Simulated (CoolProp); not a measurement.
The numbers come from the reference Helmholtz-energy equation of state, Gao 2020 in CoolProp.

Give the vapour pressure (bar), liquid density (kg/m³), enthalpy of vaporisation (kJ/kg), vapour Z of saturated ammonia at 381 K.


```json
[
 {"T (K)": "381", "p (bar)": "72.8", "liquid density (kg/m³)": "433", "enthalpy of vaporisation (kJ/kg)": "637", "vapour Z": "0.565"}
]
```
